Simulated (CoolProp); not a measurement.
Isobutane at 293.15 K and 2.07 MPa flows at 24 m/s in a round tube of 25 mm bore and 15 µm roughness, fully developed (64/Re and Nu = 3.66 if laminar; Colebrook and Gnielinski if turbulent). Each further row changes one setting.

Model: reference Helmholtz-energy equation of state, Bücker 2006, in CoolProp.

```json
[
 {"case": "as stated", "Reynolds number": "2050000", "Darcy friction factor": "?", "pressure drop (Pa/m)": "?", "heat-transfer coefficient (W/(m² K))": "?", "mass flow (kg/h)": "23800"},
 {"case": "velocity 48 m/s", "Reynolds number": "4100000", "Darcy friction factor": "?", "pressure drop (Pa/m)": "452000", "heat-transfer coefficient (W/(m² K))": "71500", "mass flow (kg/h)": "?"},
 {"case": "diameter 50 mm", "Reynolds number": "4100000", "Darcy friction factor": "0.0151", "pressure drop (Pa/m)": "?", "heat-transfer coefficient (W/(m² K))": "?", "mass flow (kg/h)": "95100"}
]
```

Some entries are withheld; supply them.


- as stated, Darcy friction factor: 0.0176
- as stated, pressure drop (Pa/m): 114000
- as stated, heat-transfer coefficient (W/(m² K)): 35900
- velocity 48 m/s, Darcy friction factor: 0.0175
- velocity 48 m/s, mass flow (kg/h): 47500
- diameter 50 mm, pressure drop (Pa/m): 48800
- diameter 50 mm, heat-transfer coefficient (W/(m² K)): 32000

Viscosity comes from a separate model (Vogel 2000). Thermal conductivity comes from a separate model (Perkins 2002).
